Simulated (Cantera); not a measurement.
Feed: 1 mol Cu, 0.011 mol CO2, 11 mol H2, 0.43 mol CO, held at 38000 Pa.

Equilibrium computed with Cantera from the NASA thermochemical tables; the gas is ideal and each condensed phase is pure. Candidate condensed phases: C, C6H6, C7H8, C8H18, Cu, CuO, Cu(OH)2, Cu2O, H2O; 113 gas species. Equilibrium is a limit: real reactors are often held back by kinetics, nucleation or transport. All values below are at 1175 °C.

Base state: H2 0.960, CO 0.0385, H2O 0.000987, CH4 4.22e-5, CO2 1.67e-5, H 1.47e-5 (mole fractions); condensed: Cu(l).

Q: What changes in the equilibrium state with this change: CO2 from 0.011 to 7.7 mol?

A: 
| species | before | after |
|---|---|---|
| CO | 0.0385 | 0.303 |
| H2 | 0.960 | 0.294 |
| H2O | 0.000987 | 0.281 |
| CO2 | 1.67e-5 | 0.122 |
| CH4 | 4.22e-5 | 3.36e-8 |
| H | 1.47e-5 | 8.11e-6 |
| Cu(l), mol | 1.000 | 1.000 |
